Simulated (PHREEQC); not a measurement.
Make-up at 25 °C: 0.07 mol TMAH, 7.9e-05 mol H3BO3 and 0.063 mol Na2CO3 per kg of water. Closed to the air; pH follows from the charge balance.

Computed with PHREEQC (ion-association model, phreeqc.dat).

Problem. The ionic strength comes out as 0.213 mol/kgw. What activity coefficients do H2BO3-, HCO3-, CO3-2, NaCO3-, OH- get?

Solution. H2BO3- 0.74, HCO3- 0.74, CO3-2 0.30, NaCO3- 0.74, OH- 0.70.

This is a speciation only: nothing precipitates in the calculation. (CH3)4N+ isn't in the database: it is added as a free cation with an ion size of 4 Å.
